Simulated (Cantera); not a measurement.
A closed system holds: 1 mol Fe(CO)5, 0.52 mol CO, 0.47 mol H2, at 1048 K and 1800 Pa.

Cantera equilibrium calculation (NASA polynomials, part measured and part estimated; ideal gas, pure solids and liquids). Candidate condensed phases: C, C6H6, C7H8, C8H18, Fe, Fe(CO)5, FeO, Fe(OH)2, Fe(OH)3, Fe2O3, Fe3O4, H2O; 114 gas species. Condensed phases not in the tables: cementite and carbon dissolved in iron. Rates play no part.

Base state: CO 0.918, H2 0.0785, CO2 0.00336, H2O 0.000242 (mole fractions); condensed: C(graphite) + Fe(α).

**Question.** What changes in the equilibrium state with this change: pressure from 1800 Pa to 1000 Pa?

**Answer.** 
```csv
species,before,after
CO,0.918,0.920
H2,0.0785,0.0785
CO2,0.00336,0.00188
H2O,0.000242,0.000135
"C(graphite), mol",0.0215,0.0120
"Fe(α), mol",1.00,1.00
```
